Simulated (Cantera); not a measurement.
## Moist CO burnout

A perfectly stirred reactor is fed with 0.0534 % CO, 1.09 % O₂, 0.0129 % H₂O, 98.8 % N₂, equivalence ratio 0.025, at 3.80 bar; it is held at 1100 K, and followed from long to short residence time.

Cantera simulation using GRI-Mech 3.0 (53 species, 325 reactions); the numbers are that mechanism's predictions, not measurements.

```tsv
τ (s)	x CO	x O₂	x H₂O	x N₂O	x CO₂	x NO₂	x HO₂
4.3	0.000257	0.0107	0.000128	7.18e-7	0.000277	9.13e-9	2.02e-7
1.4	0.000395	0.0108	0.000128	3.80e-7	0.000139	1.86e-9	2.45e-7
0.43	0.000484	0.0108	0.000128	1.42e-7	5.01e-5	2.18e-10	2.58e-7
0.14	0.000519	0.0109	0.000128	4.55e-8	1.51e-5	1.95e-11	2.37e-7
0.043	0.000531	0.0109	0.000128	9.22e-9	2.48e-6	<1e-12	1.42e-7
0.014	0.000534	0.0109	0.000128	1.10e-10	1.69e-8	<1e-12	2.69e-9
0.0043	0.000534	0.0109	0.000129	9.06e-12	1.54e-9	<1e-12	2.14e-10
```
x: mole fraction; the columns are a selection and need not sum to one.
